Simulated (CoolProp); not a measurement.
The fluid at 301.65 K and 1.63 MPa flows at 20 m/s in a round tube of 20 mm bore and 1.5 µm roughness, fully developed (64/Re and Nu = 3.66 if laminar; Colebrook and Gnielinski if turbulent). The same conditions are run with several fluids, on thermodynamics alone (safety and materials aside).

Model: reference Helmholtz-energy equation of state of each fluid (C2F6 (R116): Lemmon 2006; methane: Setzmann 1991; CF4 (R14): Platzer 1990; carbon dioxide: Span 1996; nitrogen: Span 2000), in CoolProp. The equations of Platzer and Polt are older, rougher fits.

**Question.** Rank C2F6 (R116), methane, CF4 (R14), carbon dioxide, nitrogen by Reynolds number, highest first.

**Answer.** C2F6 (R116) (2960000), CF4 (R14) (1330000), carbon dioxide (816000), nitrogen (401000), methane (372000)

```csv
fluid,Darcy friction factor,pressure drop (Pa/m),heat-transfer coefficient (W/(m² K)),mass flow (kg/h)
C2F6 (R116),0.0121,13300,3170,2490
methane,0.0147,1580,1010,242
CF4 (R14),0.0127,7730,1530,1370
carbon dioxide,0.0133,4160,1080,705
nitrogen,0.0146,2660,788,413
```

Transport values come from each fluid's own correlations; those of C2F6 (R116), CF4 (R14) are estimates that may be off by 10 % or more.
